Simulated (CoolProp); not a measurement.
Methanol at 293.15 K and 0.0103 MPa is throttled through a valve to 0.00253 MPa with no heat exchange. Each further row changes one setting.

The numbers come from the reference Helmholtz-energy equation of state, de Reuck 1993 in CoolProp.

| case | temperature change (K) | final density (kg/m³) |
|---|---|---|
| as stated | -6.6 | 0.0341 |
| outlet pressure 0.000759 MPa | -7.4 | 0.0102 |
| outlet pressure 0.00329 MPa | -6.2 | 0.0443 |
